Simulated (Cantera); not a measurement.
Charge: 1 mol CS₂, 0.38 mol H₂O, 0.05 mol O₂, at 45000 Pa.

Method: chemical equilibrium by Gibbs-energy minimisation in Cantera with the NASA 1993 tables (ideal gas, pure condensed phases). Candidate condensed phases: C, C₆H₆, C₇H₈, C₈H₁₈, H₂O, H₂SO₄, S; 123 gas species. Kinetics and transport are ignored.

Task: At 1798 K, list the 6 most abundant gas species with their mole fractions, and the condensed phases.

Result: CS₂ 0.282, CO 0.261, S₂ 0.234, H₂ 0.152, H₂S 0.0536, SH 0.00818. Condensed: gas only.
